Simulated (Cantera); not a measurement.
Input: 1 mol N2O, 0.047 mol H2, at 2677 °C and 0.300 bar.

Equilibrium computed with Cantera from the NASA thermochemical tables; the gas is ideal and each condensed phase is pure. Candidate condensed phases: H2O; 24 gas species. The numbers say what is thermodynamically allowed, not how fast it happens.

Base state: N2 0.599, O2 0.231, O 0.0834, NO 0.0410, OH 0.0222, H2O 0.0114, H 0.00998, H2 0.00164 (mole fractions); condensed: gas only.

Question: What changes in the equilibrium state with this change: H2 from 0.047 to 2.7 mol?

Answer: 
```tsv
species	before	after
H2	0.00164	0.365
N2	0.599	0.243
H2O	0.0114	0.205
O2	0.231	0.00150
NO	0.0410	0.00211
H	0.00998	0.149
O	0.0834	0.00673
OH	0.0222	0.0268
NO2	1.42e-5	5.88e-8
HO2	1.04e-5	1.01e-6
N	1.42e-5	9.03e-6
```

Question: What changes in the equilibrium state with this change: temperature from 2677 °C to 2902 °C?

Answer: 
| species | before | after |
|---|---|---|
| N2 | 0.599 | 0.568 |
| O2 | 0.231 | 0.181 |
| O | 0.0834 | 0.155 |
| H2O | 0.0114 | 0.00508 |
| H | 0.00998 | 0.0198 |
| NO | 0.0410 | 0.0461 |
| OH | 0.0222 | 0.0222 |
| N | 1.42e-5 | 5.57e-5 |
| HO2 | 1.04e-5 | 8.58e-6 |
| NO2 | 1.42e-5 | 1.21e-5 |
| H2 | 0.00164 | 0.00170 |
